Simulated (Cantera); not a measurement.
Cantera run:

```python
import numpy as np
import cantera as ct

gas_names = """
    AL ALCL ALCL2 ALCL3 ALH ALO ALOCL ALOH ALO2 ALO2H AL2 AL2CL6 AL2O AL2O2 CL CLO CL2 H HALO HCL HOCL
    HO2 H2 H2O H2O2 O OH O2 O3
""".split()
cond_names = """
    AL(cr) AL(L) ALCL3(s) ALCL3(L) AL2O3(a) AL2O3(L) H2O(s) H2O(L)
""".split()


# ... load() reads the species with a 1 bar reference pressure and builds the phases ...
atoms = {
    'Al2O3': {'AL': 2, 'O': 3},
    'HCl': {'H': 1, 'CL': 1},
}
top_T = {}  # K; cautious upper limits of use, not melting points


# ... equilibrate(T, P, feed) seeds the gas with the atoms and calls Mixture.equilibrate('TP', solver="vcs", rtol=1e-11, max_steps=5000) ...
results = []
feed = {'Al2O3': 1, 'HCl': 1.6}  # mol
T = 1600  # K
for P in [1000, 2200, 4600, 10000, 22000, 46000, 100000, 220000, 460000, 1000000]:
    mix = equilibrate(T, P, feed)
    results.append((T, P, feed, dict(zip(mix.species_names, mix.species_moles))))

top = {s: max(r[3][s] / sum(r[3][g] for g in gas_names) for r in results) for s in gas_names}
cols = sorted((s for s in top if top[s] > 0.0001), key=lambda s: -top[s])[:6]
seen = [c for c in cond_names if any(r[3].get(c, 0) > 1e-12 for r in results)]
print("log10 of partial pressures in bar; condensed amounts in mol")
print(f"{'P/Pa':>10s}" + "".join(f"{s[:9]:>10s}" for s in cols + seen))
for T, P, feed, n in results:
    ng = sum(n[g] for g in gas_names)
    print(f"{P:10.4g}" + "".join(f"{np.log10(max(n[s] / ng * P / 1e5, 1e-99)):10.3f}" for s in cols)
          + "".join(f"{n.get(c, 0):10.4g}" for c in seen))
```

Result:

```
log10 of partial pressures in bar; condensed amounts in mol
      P/Pa       HCL       H2O     ALCL3        CL        H2       CL2  AL2O3(a)
      1000    -2.007    -4.464    -4.642    -4.150    -4.448    -6.381    0.9982
      2200    -1.664    -4.053    -4.230    -3.922    -4.217    -5.926    0.9978
      4600    -1.343    -3.668    -3.845    -3.710    -3.999    -5.503    0.9975
     1e+04    -1.006    -3.263    -3.440    -3.489    -3.768    -5.059    0.9971
   2.2e+04    -0.664    -2.853    -3.029    -3.265    -3.530    -4.613    0.9966
   4.6e+04    -0.344    -2.469    -2.645    -3.059    -3.302    -4.200    0.9961
     1e+05    -0.007    -2.065    -2.241    -2.846    -3.056    -3.774    0.9954
   2.2e+05     0.334    -1.655    -1.831    -2.635    -2.795    -3.351    0.9946
   4.6e+05     0.654    -1.272    -1.448    -2.443    -2.541    -2.967    0.9938
     1e+06     0.989    -0.869    -1.045    -2.247    -2.261    -2.575    0.9928
```

These are equilibrium values from Cantera (NASA tables, ideal gas, pure condensed phases), not measurements of a reactor. Gases not in the tables: Al(OH)3.
